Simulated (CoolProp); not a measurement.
A single-stage vapour-compression cycle with nitrous oxide: evaporating at 195.15 K (dew point), condensing at 256.15 K (bubble point), superheat 0 K, subcooling 5 K, compressor efficiency 0.65, no pressure losses. Each further row changes one setting.

Values from CoolProp's reference Helmholtz-energy equation of state, Lemmon 2006. It is a short technical equation, of lower accuracy than the large ones.

```
case                              cooling COP  pressure ratio  discharge temperature (K)  refrigerating effect (kJ/kg)  volumetric capacity (kJ/m³)
--------------------------------  -----------  --------------  -------------------------  ----------------------------  ---------------------------
as stated                                1.52            10.8                      398.9                           260                         1340
evaporating temperature 200.15 K         1.75            8.34                      381.0                           263                         1720
condensing temperature 251.15 K          1.71            9.28                      384.1                           270                         1390
subcooling 10 K                          1.58            10.8                      398.9                           270                         1390
superheat 10 K                           1.49            10.8                      416.3                           269                         1310
compressor efficiency 0.55               1.29            10.8                      429.1                           260                         1340
```
